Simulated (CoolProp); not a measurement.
A closed Brayton cycle with dry air: compressor inlet 311.15 K and 4.6 MPa, high pressure 15 MPa, turbine inlet 655 K, compressor efficiency 0.85, turbine efficiency 0.9, recuperator effectiveness 0.9 (on enthalpy, no pinch check). Each further row changes one setting.

The numbers come from the reference Helmholtz-energy equation of state, Lemmon 2000 in CoolProp. It is a pseudo-pure fit of the blend.

```csv
case,thermal efficiency (%),net work (kJ/kg),compressor to turbine work,compressor exit (K),turbine exit (K)
as stated,13.6,25.1,0.86,459.5,490.1
turbine inlet 605 K,7.1,11.3,0.93,459.5,(withheld)
compressor inlet 321.15 K,11.0,20.0,(withheld),473.9,490.1
high pressure 12.8 MPa,(withheld),28.3,0.82,436.6,509.6
recuperator effectiveness 0.5,12.7,25.1,0.86,459.5,490.1
```

Problem. Complete the blanks.

Solution. 
- turbine inlet 605 K, turbine exit (K): 451.2
- compressor inlet 321.15 K, compressor to turbine work: 0.89
- high pressure 12.8 MPa, thermal efficiency (%): 16.8
